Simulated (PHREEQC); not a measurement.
Solution (20 °C): 0.19 mol/kgw NH3 and 7.2e-06 mol/kgw H4SiO4. Closed to the air; pH follows from the charge balance.

Computed with PHREEQC (ion-association model, phreeqc.dat).

No solid was allowed to form.

**Question.** Predict the pH, ionic strength, specific conductance.

**Answer.** pH 11.42; ionic strength 0.00189 mol/kgw; specific conductance 441 µS/cm.

**Question.** In which forms is Si present?

**Answer.** H3SiO4- 96 %, H4SiO4 2.8 %, H2SiO4-2 1.4 % of the Si.
